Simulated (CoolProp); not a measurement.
Carbonyl sulfide along the isobar 8.75 MPa: Z from the reference equation and from simpler models built on Tc = 378.8 K, pc = 6.369 MPa, ω = 0.098; each cubic takes its own stable root.

Computed with CoolProp (reference Helmholtz-energy equation of state, Lemmon 2006). It is a short technical equation, of lower accuracy than the large ones.

```
T (K)          phase  reference
-----  -------------  ---------
331.1         liquid     0.2067
346.1         liquid     0.2096
361           liquid     0.2163
375.9         liquid     0.2305
390.9  supercritical     0.2717
405.8  supercritical     0.4318
420.7  supercritical     0.5589
435.7  supercritical     0.6369
450.6  supercritical     0.6921
465.5  supercritical     0.7348
```

Q: How far does each simpler model (Redlich-Kwong, Peng-Robinson) lie from the reference over these 10 states: mean and median of the absolute difference, and the worst?

A: 
- Redlich-Kwong: mean 7.3 %, median 6.3 %, worst +16.5 % at 390.9 K and 8.75 MPa
- Peng-Robinson: mean 2.9 %, median 2.3 %, worst +8.9 % at 390.9 K and 8.75 MPa
